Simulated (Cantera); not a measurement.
An adiabatic, constant-pressure homogeneous reactor starts with CH4 : C2H6 : O2 : N2 = 1 : 0.1 : 1.31 : 7.31 (molar parts), equivalence ratio 1.8, at 1498 K and 0.330 bar. Integrator tolerance rtol = 1e-08.

Cantera simulation using GRI-Mech 3.0 (53 species, 325 reactions); the numbers are that mechanism's predictions, not measurements.

Task: What does this change do: constant volume in place of constant pressure?

Result: 
| quantity | before | after |
|---|---|---|
| time of steepest temperature rise | 1.03 ms | 0.902 ms |
| temperature at 0.600 s | 2400 K | 2608 K |
| equilibrium temperature | 2400 K | 2608 K |
| x(CH4) at 0.600 s | <1e-12 (gas-phase equilibrium <1e-12) | <1e-12 (gas-phase equilibrium <1e-12) |
| x(C2H6) at 0.600 s | <1e-12 (gas-phase equilibrium <1e-12) | <1e-12 (gas-phase equilibrium <1e-12) |
| x(O2) at 0.600 s | 5.25e-5 (gas-phase equilibrium 5.25e-5) | 0.000201 (gas-phase equilibrium 0.000201) |
| x(C2H2) at 0.600 s | <1e-12 (gas-phase equilibrium <1e-12) | <1e-12 (gas-phase equilibrium <1e-12) |
| x(OH) at 0.600 s | 0.00183 (gas-phase equilibrium 0.00183) | 0.00407 (gas-phase equilibrium 0.00407) |
| x(H2O) at 0.600 s | 0.110 (gas-phase equilibrium 0.110) | 0.108 (gas-phase equilibrium 0.108) |
| x(CO2) at 0.600 s | 0.0180 (gas-phase equilibrium 0.0180) | 0.0166 (gas-phase equilibrium 0.0166) |

Task: What does this change do: initial temperature 1498 to 1550 K?

Result: 
```
quantity                                                            before                                    after
---------------------------------  ---------------------------------------  ---------------------------------------
time of steepest temperature rise                                  1.03 ms                                 0.660 ms
temperature at 0.600 s                                              2400 K                                   2436 K
equilibrium temperature                                             2400 K                                   2436 K
x(CH4) at 0.600 s                    <1e-12 (gas-phase equilibrium <1e-12)    <1e-12 (gas-phase equilibrium <1e-12)
x(C2H6) at 0.600 s                   <1e-12 (gas-phase equilibrium <1e-12)    <1e-12 (gas-phase equilibrium <1e-12)
x(O2) at 0.600 s                   5.25e-5 (gas-phase equilibrium 5.25e-5)  7.67e-5 (gas-phase equilibrium 7.67e-5)
x(C2H2) at 0.600 s                   <1e-12 (gas-phase equilibrium <1e-12)    <1e-12 (gas-phase equilibrium <1e-12)
x(OH) at 0.600 s                   0.00183 (gas-phase equilibrium 0.00183)  0.00226 (gas-phase equilibrium 0.00226)
x(H2O) at 0.600 s                      0.110 (gas-phase equilibrium 0.110)      0.110 (gas-phase equilibrium 0.110)
x(CO2) at 0.600 s                    0.0180 (gas-phase equilibrium 0.0180)    0.0177 (gas-phase equilibrium 0.0177)
```

Task: What does this change do: pressure from 0.330 bar to 10.0 bar?

Result: 
```tsv
quantity	before	after
time of steepest temperature rise	1.03 ms	0.107 ms
temperature at 0.600 s	2400 K	2453 K
equilibrium temperature	2400 K	2453 K
x(CH4) at 0.600 s	<1e-12 (gas-phase equilibrium <1e-12)	3.05e-10 (gas-phase equilibrium 3.42e-10)
x(C2H6) at 0.600 s	<1e-12 (gas-phase equilibrium <1e-12)	<1e-12 (gas-phase equilibrium <1e-12)
x(O2) at 0.600 s	5.25e-5 (gas-phase equilibrium 5.25e-5)	2.98e-6 (gas-phase equilibrium 2.98e-6)
x(C2H2) at 0.600 s	<1e-12 (gas-phase equilibrium <1e-12)	<1e-12 (gas-phase equilibrium <1e-12)
x(OH) at 0.600 s	0.00183 (gas-phase equilibrium 0.00183)	0.000458 (gas-phase equilibrium 0.000458)
x(H2O) at 0.600 s	0.110 (gas-phase equilibrium 0.110)	0.113 (gas-phase equilibrium 0.113)
x(CO2) at 0.600 s	0.0180 (gas-phase equilibrium 0.0180)	0.0177 (gas-phase equilibrium 0.0177)
```
